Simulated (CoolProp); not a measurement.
Hexamethyldisiloxane (MM) along the isobar 0.949 MPa: Z from the reference equation and from simpler models built on Tc = 518.7 K, pc = 1.931 MPa, ω = 0.418; each cubic takes its own stable root.

Computed with CoolProp (reference Helmholtz-energy equation of state, Thol 2016).

| T (K) | phase | reference |
|---|---|---|
| 331.6 | liquid | 0.07705 |
| 351.4 | liquid | 0.07498 |
| 371.2 | liquid | 0.07338 |
| 391 | liquid | 0.07223 |
| 410.8 | liquid | 0.07157 |
| 430.6 | liquid | 0.07150 |
| 450.4 | liquid | 0.07222 |
| 470.2 | liquid | 0.07428 |
| 490 | gas | 0.7331 |
| 509.9 | gas | 0.7809 |
| 529.7 | gas | 0.8160 |

Task: How far does each simpler model (van der Waals, Redlich-Kwong, Soave-Redlich-Kwong, Peng-Robinson) lie from the reference over these 11 states: mean and median of the absolute difference, and the worst?

Result: 
- van der Waals: mean 204.7 %, median 64.3 %, worst +934.5 % at 470.2 K and 0.949 MPa
- Redlich-Kwong: mean 89.6 %, median 13.9 %, worst +868.6 % at 470.2 K and 0.949 MPa
- Soave-Redlich-Kwong: mean 6.8 %, median 6.8 %, worst +14.6 % at 470.2 K and 0.949 MPa
- Peng-Robinson: mean 3.2 %, median 3.8 %, worst -5.6 % at 371.2 K and 0.949 MPa

At some of these states van der Waals, Redlich-Kwong gives the other phase, because its saturation line lies elsewhere.
